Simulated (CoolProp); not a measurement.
Properties of chloromethane (R40) along the isotherm 16.05 °C (Tc = 145.5 °C, pc = 6929 kPa, ω = 0.150).

Computed with CoolProp (reference Helmholtz-energy equation of state, Thol 2014).

```json
[
 {"p (kPa)": "217", "phase": "gas", "cv (kJ/(kg K))": "0.6759", "fugacity coefficient": "0.9591"},
 {"p (kPa)": "650", "phase": "liquid", "cv (kJ/(kg K))": "0.9800", "fugacity coefficient": "0.6251"},
 {"p (kPa)": "866", "phase": "liquid", "cv (kJ/(kg K))": "0.9797", "fugacity coefficient": "0.4714"},
 {"p (kPa)": "1080", "phase": "liquid", "cv (kJ/(kg K))": "0.9794", "fugacity coefficient": "0.3799"},
 {"p (kPa)": "1300", "phase": "liquid", "cv (kJ/(kg K))": "0.9790", "fugacity coefficient": "0.3171"},
 {"p (kPa)": "1520", "phase": "liquid", "cv (kJ/(kg K))": "0.9787", "fugacity coefficient": "0.2726"},
 {"p (kPa)": "1730", "phase": "liquid", "cv (kJ/(kg K))": "0.9783", "fugacity coefficient": "0.2406"},
 {"p (kPa)": "1950", "phase": "liquid", "cv (kJ/(kg K))": "0.9780", "fugacity coefficient": "0.2145"},
 {"p (kPa)": "2170", "phase": "liquid", "cv (kJ/(kg K))": "0.9777", "fugacity coefficient": "0.1938"},
 {"p (kPa)": "2380", "phase": "liquid", "cv (kJ/(kg K))": "0.9774", "fugacity coefficient": "0.1775"},
 {"p (kPa)": "2600", "phase": "liquid", "cv (kJ/(kg K))": "0.9770", "fugacity coefficient": "0.1633"},
 {"p (kPa)": "2810", "phase": "liquid", "cv (kJ/(kg K))": "0.9767", "fugacity coefficient": "0.1518"},
 {"p (kPa)": "3030", "phase": "liquid", "cv (kJ/(kg K))": "0.9764", "fugacity coefficient": "0.1415"},
 {"p (kPa)": "3250", "phase": "liquid", "cv (kJ/(kg K))": "0.9761", "fugacity coefficient": "0.1325"},
 {"p (kPa)": "3460", "phase": "liquid", "cv (kJ/(kg K))": "0.9758", "fugacity coefficient": "0.1251"}
]
```
